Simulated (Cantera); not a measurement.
Standard-state values (1 bar) from the NASA 1993 polynomials, evaluated with Cantera. Values are per mole of reaction as written; species without (g) are pure solids or liquids, kept so even where they would boil at 1 bar.

Question: Between 500 and 1000 K, where is each reaction favourable under standard conditions?
- 2 O(g) + Ta → TaO2(g)
- CO2(g) + Ta → C + TaO2(g)
- Ta2O5 → 2 TaO2(g) + O(g)

Answer: 
- 2 O(g) + Ta → TaO2(g): ΔG° is -656 kJ at 500 K and -606 kJ at 1000 K; it stays negative (K > 1). ΔH° is -711 kJ and ΔS° -105 J/K at 1000 K.
- CO2(g) + Ta → C + TaO2(g): ΔG° is 178 kJ at 500 K and 165 kJ at 1000 K; it stays positive (K < 1). ΔH° is 189 kJ and ΔS° 23 J/K at 1000 K.
- Ta2O5 → 2 TaO2(g) + O(g): ΔG° is 1606 kJ at 500 K and 1332 kJ at 1000 K; it stays positive (K < 1). ΔH° is 1866 kJ and ΔS° 534 J/K at 1000 K.
